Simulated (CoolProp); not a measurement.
A single-stage vapour-compression cycle with R141b: evaporating at 256.15 K (dew point), condensing at 277.15 K (bubble point), superheat 8 K, subcooling 0 K, compressor efficiency 0.75, no pressure losses. Each further row changes one setting.

The numbers come from the reference Helmholtz-energy equation of state, Lemmon 2006 in CoolProp. It is a short technical equation, of lower accuracy than the large ones.

```tsv
case	cooling COP	pressure ratio	discharge temperature (K)	refrigerating effect (kJ/kg)	volumetric capacity (kJ/m³)
as stated	8.59	2.76	301.0	227	149
evaporating temperature 261.15 K	11.7	2.13	296.7	(withheld)	192
condensing temperature 272.15 K	(withheld)	2.20	292.7	233	152
subcooling 5 K	(withheld)	2.76	301.0	233	152
superheat 18 K	8.53	2.76	311.5	(withheld)	(withheld)
compressor efficiency 0.65	7.44	2.76	(withheld)	227	149
```

**Question.** Complete the blanks.

**Answer.** 
- evaporating temperature 261.15 K, refrigerating effect (kJ/kg): 231
- condensing temperature 272.15 K, cooling COP: 11.4
- subcooling 5 K, cooling COP: 8.80
- superheat 18 K, refrigerating effect (kJ/kg): 235
- superheat 18 K, volumetric capacity (kJ/m³): 148
- compressor efficiency 0.65, discharge temperature (K): 306.3
